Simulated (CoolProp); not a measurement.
Methane at several states: Z from the reference equation and from simpler models built on Tc = -82.6 °C, pc = 4.599 MPa, ω = 0.011; each cubic takes its own stable root.

The numbers come from the reference Helmholtz-energy equation of state, Setzmann 1991 in CoolProp.

```csv
T (°C),p (MPa),phase,reference
-51.25,7.1,supercritical,0.6008
-114.25,4.18,liquid,0.1462
-67.75,0.153,gas,0.9911
-14.25,1.88,gas,0.9465
```

### Question
How far does each simpler model (van der Waals, Redlich-Kwong, Soave-Redlich-Kwong, Peng-Robinson) lie from the reference over these 4 states: mean and median of the absolute difference, and the worst?

### Answer
- van der Waals: mean 12.7 %, median 3.2 %, worst +44.2 % at -114.25 °C and 4.18 MPa
- Redlich-Kwong: mean 1.5 %, median 0.8 %, worst +4.2 % at -114.25 °C and 4.18 MPa
- Soave-Redlich-Kwong: mean 1.7 %, median 1.1 %, worst +4.7 % at -114.25 °C and 4.18 MPa
- Peng-Robinson: mean 3.0 %, median 2.3 %, worst -7.3 % at -114.25 °C and 4.18 MPa
